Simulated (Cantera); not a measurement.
A Cantera script and its output.

```python
import numpy as np
import cantera as ct

gas = ct.Solution("gri30.yaml", transport_model="mixture-averaged")
show = ['H', 'NH3', 'CO2']

rows = []
print(f"{'T/K':>7s}{'rho':>11s}{'cp':>10s}{'mu':>11s}{'lambda':>11s}{'Pr':>7s}" + "".join(f"{'D_' + s:>11s}" for s in show))
for T in [400, 500, 600, 700, 800, 900, 1000]:
    gas.TPX = T, 2666, {'CO': 0.39, 'CH4': 0.5, 'CH3OH': 0.27}
    Pr = gas.cp_mass * gas.viscosity / gas.thermal_conductivity
    D = [gas.mix_diff_coeffs_mole[gas.species_index(s)] for s in show]
    rows.append([gas.density, gas.cp_mass, gas.viscosity, gas.thermal_conductivity, Pr, *D])
    print(f"{T:7g}{gas.density:11.4e}{gas.cp_mass:10.1f}{gas.viscosity:11.4e}"
          f"{gas.thermal_conductivity:11.4e}{Pr:7.3f}" + "".join(f"{d:11.4e}" for d in D))
print("SI units: kg/m3, J/kg/K, Pa s, W/m/K, m2/s")
```

Result:

```
    T/K        rho        cp         mu     lambda     Pr        D_H      D_NH3      D_CO2
    400 1.9071e-02    1652.3 1.6480e-05 3.7821e-02  0.720 6.9662e-03 1.3161e-03 9.5687e-04
    500 1.5257e-02    1846.1 1.9764e-05 5.0038e-02  0.729 1.0377e-02 2.0163e-03 1.4415e-03
    600 1.2714e-02    2044.0 2.2808e-05 6.2943e-02  0.741 1.4291e-02 2.8356e-03 2.0011e-03
    700 1.0898e-02    2228.0 2.5656e-05 7.6095e-02  0.751 1.8669e-02 3.7639e-03 2.6296e-03
    800 9.5353e-03    2391.1 2.8341e-05 8.9273e-02  0.759 2.3484e-02 4.7932e-03 3.3225e-03
    900 8.4758e-03    2536.7 3.0888e-05 1.0235e-01  0.766 2.8712e-02 5.9173e-03 4.0761e-03
   1000 7.6283e-03    2679.6 3.3317e-05 1.1526e-01  0.775 3.4336e-02 7.1310e-03 4.8875e-03
SI units: kg/m3, J/kg/K, Pa s, W/m/K, m2/s
```

Detailed kinetics in Cantera: GRI-Mech 3.0 (53 species, 325 reactions). Polar gases are described roughly by these parameters.
